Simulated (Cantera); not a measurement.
Charge: 1 mol SiHCl₃, 0.23 mol C₂H₄, 1400 mol H₂, at 48000 Pa.

Equilibrium computed with Cantera from the NASA thermochemical tables; the gas is ideal and each condensed phase is pure. Candidate condensed phases: C, C₆H₆, C₇H₈, C₈H₁₈, Si, SiC; 109 gas species. Mutual solubility and eutectic melting of coexisting phases are not modelled. Kinetics and transport are ignored.

Question: At 1373 K, list the 4 most abundant gas species with their mole fractions, and the condensed phases.

Answer: H₂ 0.998, HCl 0.00211, SiCl₂ 1.28e-5, CH₄ 1.02e-5. Condensed: Si(s) + SiC(s).
